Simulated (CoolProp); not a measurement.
Saturated liquid density (kg/m³) of neopentane: the reference equation beside estimates from Tc = 160.6 °C, pc = 3196 kPa, ω = 0.196. Rackett uses Z = 0.29056 − 0.08775 ω.

The numbers come from the reference Helmholtz-energy equation of state, Lemmon 2006 in CoolProp. It is a short technical equation, of lower accuracy than the large ones.

```tsv
T (°C)	reference	Rackett	Redlich-Kwong	Soave-Redlich-Kwong
15.65	594.6	603.8	547.8	562.3
19.45	590.5	599.5	543.1	557.9
23.25	586.3	595.1	538.4	553.5
27.15	582.0	590.6	533.4	548.8
30.95	577.7	586.1	528.5	544.1
34.75	573.4	581.6	523.5	539.3
38.55	569.0	577.0	518.4	534.4
42.45	564.4	572.2	513.1	529.3
46.25	559.9	567.5	507.8	524.2
50.05	555.3	562.6	502.4	518.9
53.95	550.5	557.6	496.7	513.4
57.75	545.7	552.7	491.0	507.9
61.55	540.8	547.6	485.3	502.2
65.45	535.7	542.3	479.2	496.3
69.25	530.6	537.1	473.2	490.3
```

Absolute difference from the reference over all 15 rows, mean and median: Rackett 1.4 and 1.4 %, Redlich-Kwong 9.2 and 9.1 %, Soave-Redlich-Kwong 6.3 and 6.2 %.
